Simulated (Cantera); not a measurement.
Input (Python, Cantera) and output of one run.

```python
import numpy as np
import cantera as ct

gas_names = [...]  # 109 gases of nasa_gas.yaml made of C, Cl, H, Si
cond_names = """
    C(gr) C6H6(L) C7H8(L) C8H18(L),n-octa Si(cr) Si(L) SiC(b)
""".split()


# ... load() reads the species with a 1 bar reference pressure and builds the phases ...
atoms = {
    'SiH2Cl2': {'Si': 1, 'H': 2, 'CL': 2},
    'C2H4': {'C': 2, 'H': 4},
    'H2': {'H': 2},
}
top_T = {'C(gr)': 4500, 'SiC(b)': 3050}  # K; cautious upper limits of use, not melting points


# ... equilibrate(T, P, feed) seeds the gas with the atoms and calls Mixture.equilibrate('TP', solver="vcs", rtol=1e-11, max_steps=5000) ...
results = []
feed = {'SiH2Cl2': 1, 'C2H4': 0.032, 'H2': 3.8}  # mol
P = 10000  # Pa
for T in [1175, 1225, 1275, 1325, 1375, 1425, 1475, 1525, 1575, 1625, 1675]:
    mix = equilibrate(T, P, feed)
    results.append((T, P, feed, dict(zip(mix.species_names, mix.species_moles))))

top = {s: max(r[3][s] / sum(r[3][g] for g in gas_names) for r in results) for s in gas_names}
cols = sorted((s for s in top if top[s] > 0.001), key=lambda s: -top[s])[:8]
seen = [c for c in cond_names if any(r[3].get(c, 0) > 1e-12 for r in results)]
print("log10 of partial pressures in bar; condensed amounts in mol")
print(f"{'T/K':>10s}" + "".join(f"{s[:9]:>10s}" for s in cols + seen))
for T, P, feed, n in results:
    ng = sum(n[g] for g in gas_names)
    print(f"{T:10.4g}" + "".join(f"{np.log10(max(n[s] / ng * P / 1e5, 1e-99)):10.3f}" for s in cols)
          + "".join(f"{n.get(c, 0):10.4g}" for c in seen))
```

It prints:

```
log10 of partial pressures in bar; condensed amounts in mol
       T/K        H2       HCL     SiCL2     SiCL4    SiHCL3     SiCL3    Si(cr)    SiC(b)
      1175    -1.069    -2.225    -3.022    -2.277    -2.749    -3.144    0.4551   0.06399
      1225    -1.077    -2.121    -2.777    -2.352    -2.815    -3.014    0.4579   0.06399
      1275    -1.086    -2.035    -2.571    -2.460    -2.904    -2.922    0.4538   0.06399
      1325    -1.094    -1.968    -2.404    -2.606    -3.023    -2.873    0.4428   0.06399
      1375    -1.102    -1.920    -2.278    -2.796    -3.173    -2.868     0.427   0.06399
      1425    -1.108    -1.888    -2.188    -3.026    -3.353    -2.905    0.4103   0.06399
      1475    -1.113    -1.869    -2.128    -3.287    -3.554    -2.973    0.3957   0.06399
      1525    -1.115    -1.859    -2.088    -3.563    -3.766    -3.062     0.384   0.06399
      1575    -1.117    -1.855    -2.062    -3.842    -3.979    -3.161    0.3749   0.06399
      1625    -1.118    -1.853    -2.044    -4.117    -4.189    -3.263    0.3677   0.06399
      1675    -1.118    -1.854    -2.032    -4.382    -4.391    -3.366    0.3616   0.06399
```

Cantera equilibrium calculation (NASA polynomials, part measured and part estimated; ideal gas, pure solids and liquids). Mutual solubility and eutectic melting of coexisting phases are not modelled. The tables' values for SiCl3, SiCl are old estimates; treat these amounts as uncertain.
